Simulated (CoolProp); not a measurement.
Aqueous calcium chloride as a coolant, at 35 °C, 1 atm.

The numbers come from the Melinder's fits for secondary coolants in CoolProp.

```
mass %  freezing point (°C)  density (kg/m³)  conductivity (W/(m K))  viscosity (mPa s)  cp (kJ/(kg K))
------  -------------------  ---------------  ----------------------  -----------------  --------------
3.6                    -1.7       (withheld)                   0.619         (withheld)           3.983
5.6                    -2.7             1041              (withheld)         (withheld)           3.876
7.6                    -4.0             1059                   0.614              0.887           3.769
9.6                    -5.5             1078                   0.611         (withheld)           3.662
11.6                   -7.3             1096                   0.609              0.994           3.554
13.6                   -9.4             1115                   0.606               1.06           3.449
15.6                  -11.8             1133                   0.603               1.15           3.347
17.5                  -14.4             1151                   0.600         (withheld)           3.255
19.5                  -17.4             1169                   0.598               1.37           3.165
21.5             (withheld)       (withheld)                   0.595               1.52           3.083
```

What belongs in the gaps?


- 3.6, density (kg/m³): 1023
- 3.6, viscosity (mPa s): 0.802
- 5.6, conductivity (W/(m K)): 0.616
- 5.6, viscosity (mPa s): 0.843
- 9.6, viscosity (mPa s): 0.936
- 17.5, viscosity (mPa s): 1.25
- 21.5, freezing point (°C): -21.0
- 21.5, density (kg/m³): 1187
